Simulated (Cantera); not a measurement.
Charge: 1 mol Si3N4, 0.69 mol N2O, 250 mol H2, at 1 atm.

Equilibrium computed with Cantera from the NASA thermochemical tables; the gas is ideal and each condensed phase is pure. Candidate condensed phases: H2O, Si, SiO2, Si2N2O, Si3N4; 35 gas species. Mutual solubility and eutectic melting of coexisting phases are not modelled. Gases not in the tables: Si2H6 and higher silanes. Equilibrium is a limit: real reactors are often held back by kinetics, nucleation or transport.

Task: What share of the Si ends up in condensed phases as a function of T (K), at 1323, 1473, 1623, 1773, 1923, 2073, 2223?

Result: 
```csv
T (K),Si condensed (%),as
1323,100.0,Si2N2O(s) + Si3N4(s)
1473,100.0,Si2N2O(s) + Si3N4(s)
1623,99.9,Si2N2O(s) + Si3N4(s)
1773,98.0,Si(l) + Si2N2O(s) + Si3N4(s)
1923,76.2,Si(l)
2073,74.3,Si(l)
2223,68.4,Si(l)
```
